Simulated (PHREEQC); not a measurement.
0.77 g of hydrous ferric oxide (600 m²/g; 0.2 weak and 0.005 strong sites per Fe, Dzombak-Morel constants, diffuse double layer) in 1 kg of water with 0.05 mol/kgw of an inert sodium salt and 0.51 mmol/kgw NaH2PO4, at 25 °C; the pH is set by adding NaOH or the inert anion's acid. Oxygen alone is held at its pressure in air (log pO2 = -0.68). The system is closed to CO2. Nothing may precipitate in this run.

Equilibrium calculation in PHREEQC: ion-association model, wateq4f.dat.

```json
[
 {"pH": "3", "P sorbed (%)": "100.0", "surface charge σ (C/m²)": "0.231", "surface potential ψ (mV)": "146"},
 {"pH": "3.38", "P sorbed (%)": "100.0", "surface charge σ (C/m²)": "0.209", "surface potential ψ (mV)": "142"},
 {"pH": "3.75", "P sorbed (%)": "100.0", "surface charge σ (C/m²)": "0.186", "surface potential ψ (mV)": "136"},
 {"pH": "4.5", "P sorbed (%)": "100.0", "surface charge σ (C/m²)": "0.133", "surface potential ψ (mV)": "119"},
 {"pH": "4.88", "P sorbed (%)": "100.0", "surface charge σ (C/m²)": "0.106", "surface potential ψ (mV)": "108"},
 {"pH": "5.25", "P sorbed (%)": "100.0", "surface charge σ (C/m²)": "0.082", "surface potential ψ (mV)": "95"},
 {"pH": "5.62", "P sorbed (%)": "100.0", "surface charge σ (C/m²)": "0.060", "surface potential ψ (mV)": "80"},
 {"pH": "6.38", "P sorbed (%)": "99.9", "surface charge σ (C/m²)": "0.026", "surface potential ψ (mV)": "45"},
 {"pH": "6.75", "P sorbed (%)": "99.9", "surface charge σ (C/m²)": "0.014", "surface potential ψ (mV)": "27"},
 {"pH": "7.12", "P sorbed (%)": "99.6", "surface charge σ (C/m²)": "0.004", "surface potential ψ (mV)": "8"},
 {"pH": "7.5", "P sorbed (%)": "98.6", "surface charge σ (C/m²)": "-0.006", "surface potential ψ (mV)": "-12"},
 {"pH": "8.25", "P sorbed (%)": "85.7", "surface charge σ (C/m²)": "-0.026", "surface potential ψ (mV)": "-45"},
 {"pH": "8.62", "P sorbed (%)": "69.9", "surface charge σ (C/m²)": "-0.036", "surface potential ψ (mV)": "-57"},
 {"pH": "9", "P sorbed (%)": "50.4", "surface charge σ (C/m²)": "-0.045", "surface potential ψ (mV)": "-67"}
]
```

H3PO4, which wateq4f.dat lacks, is added to it with the constant of phreeqc.dat. The oxide is taken as insoluble; below pH 4 it would dissolve.
